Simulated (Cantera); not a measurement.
An adiabatic, constant-volume homogeneous reactor starts with CO : H₂ : O₂ : N₂ : CO₂ = 1 : 0.56 : 2.44 : 9.16 : 0.026 (molar parts), at 1750 K and 0.460 bar.

Model: GRI-Mech 3.0 (53 species, 325 reactions), integrated in Cantera.

Q: Predict: time of steepest temperature rise; temperature at 0.800 s; equilibrium temperature; x(CO) at 0.800 s; x(H₂) at 0.800 s; x(O₂) at 0.800 s; x(O) at 0.800 s; x(NO) at 0.800 s; x(H₂O) at 0.800 s; x(NO₂) at 0.800 s.

A: 
```
Quantity                                                               Value
---------------------------------  -----------------------------------------
time of steepest temperature rise                                    30.3 µs
temperature at 0.800 s                                                2534 K
equilibrium temperature                                               2534 K
x(CO) at 0.800 s                       0.0111 (gas-phase equilibrium 0.0111)
x(H₂) at 0.800 s                   0.000960 (gas-phase equilibrium 0.000960)
x(O₂) at 0.800 s                         0.123 (gas-phase equilibrium 0.123)
x(O) at 0.800 s                      0.00757 (gas-phase equilibrium 0.00757)
x(NO) at 0.800 s                       0.0179 (gas-phase equilibrium 0.0179)
x(H₂O) at 0.800 s                      0.0381 (gas-phase equilibrium 0.0381)
x(NO₂) at 0.800 s                    9.37e-6 (gas-phase equilibrium 9.37e-6)
```
